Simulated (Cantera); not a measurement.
Charge: 1 mol Si3N4, 0.3 mol Si, 1.3 mol H2, 0.0045 mol C, held at 2325 °C and 1 atm.

These are equilibrium values from Cantera (NASA tables, ideal gas, pure condensed phases), not measurements of a reactor. Candidate condensed phases: C, C6H6, C7H8, C8H18, Si, SiC, Si3N4; 105 gas species. The tables' values for SiN are old estimates; treat these amounts as uncertain. Gases not in the tables: Si2H6 and higher silanes. Equilibrium is a limit: real reactors are often held back by kinetics, nucleation or transport.

Question: What is the equilibrium state?

Answer: 
```json
{
  "x(N2)": "0.591",
  "x(H2)": "0.372",
  "x(H)": "0.0231",
  "x(Si)": "0.00949",
  "x(SiH)": "0.00133",
  "x(HCN)": "0.00104",
  "x(SiN)": "0.000642",
  "x(Si2N)": "0.000534",
  "x(SiH2)": "0.000534",
  "n(Si(l))": "3.25 mol",
  "gas_amount": "3.377 mol",
  "log10 activity of C(graphite) (absent)": "-1.61"
}
```
